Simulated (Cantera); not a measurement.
# Ammonia decomposition in nitride growth gas

An isothermal, constant-pressure homogeneous reactor starts with NH₃ : H₂ = 1 : 7.4 (molar parts), at 2373 K and 750 Torr.

Model: the gas-phase N/H chemistry of the illustrative SiF4/NH3 mechanism in the Surface Chemkin manual (1991), integrated in Cantera. Walls and surfaces, which speed up NH3 decomposition in real reactors, are not modelled.

```json
[
 {"t (s)": "0.000500", "x NH₃": "0.0857", "x H₂": "0.895", "x N": "1.10e-5", "x N₂H₂": "1.78e-6", "x N₂H₄": "4.02e-8"},
 {"t (s)": "0.00135", "x NH₃": "0.0474", "x H₂": "0.916", "x N": "1.13e-5", "x N₂H₂": "9.46e-7", "x N₂H₄": "1.83e-8"},
 {"t (s)": "0.00364", "x NH₃": "0.00877", "x H₂": "0.934", "x N": "1.18e-5", "x N₂H₂": "1.58e-7", "x N₂H₄": "1.94e-9"},
 {"t (s)": "0.00981", "x NH₃": "0.000377", "x H₂": "0.934", "x N": "2.83e-6", "x N₂H₂": "1.43e-9", "x N₂H₄": "1.12e-11"},
 {"t (s)": "0.0265", "x NH₃": "7.74e-5", "x H₂": "0.934", "x N": "6.02e-7", "x N₂H₂": "6.30e-11", "x N₂H₄": "<1e-12"},
 {"t (s)": "0.0714", "x NH₃": "2.46e-5", "x H₂": "0.934", "x N": "1.91e-7", "x N₂H₂": "7.28e-12", "x N₂H₄": "<1e-12"},
 {"t (s)": "0.193", "x NH₃": "8.86e-6", "x H₂": "0.934", "x N": "6.90e-8", "x N₂H₂": "1.82e-12", "x N₂H₄": "<1e-12"},
 {"t (s)": "0.519", "x NH₃": "3.77e-6", "x H₂": "0.934", "x N": "2.93e-8", "x N₂H₂": "1.16e-12", "x N₂H₄": "<1e-12"},
 {"t (s)": "1.40", "x NH₃": "2.56e-6", "x H₂": "0.934", "x N": "1.99e-8", "x N₂H₂": "1.08e-12", "x N₂H₄": "<1e-12"},
 {"t (s)": "3.78", "x NH₃": "2.49e-6", "x H₂": "0.934", "x N": "1.94e-8", "x N₂H₂": "1.07e-12", "x N₂H₄": "<1e-12"},
 {"t (s)": "10.2", "x NH₃": "2.49e-6", "x H₂": "0.934", "x N": "1.94e-8", "x N₂H₂": "1.07e-12", "x N₂H₄": "<1e-12"},
 {"t (s)": "27.5", "x NH₃": "2.49e-6", "x H₂": "0.934", "x N": "1.94e-8", "x N₂H₂": "1.07e-12", "x N₂H₄": "<1e-12"},
 {"t (s)": "74.1", "x NH₃": "2.49e-6", "x H₂": "0.934", "x N": "1.94e-8", "x N₂H₂": "1.07e-12", "x N₂H₄": "<1e-12"},
 {"t (s)": "200", "x NH₃": "2.49e-6", "x H₂": "0.934", "x N": "1.94e-8", "x N₂H₂": "1.07e-12", "x N₂H₄": "<1e-12"}
]
```
x: mole fraction; the columns are a selection and need not sum to one.

Equilibrium at this temperature and pressure: NH₃ 2.49e-6, H₂ 0.934, N 1.94e-8, N₂H₂ 1.07e-12, N₂H₄ <1e-12 (gas phase only).
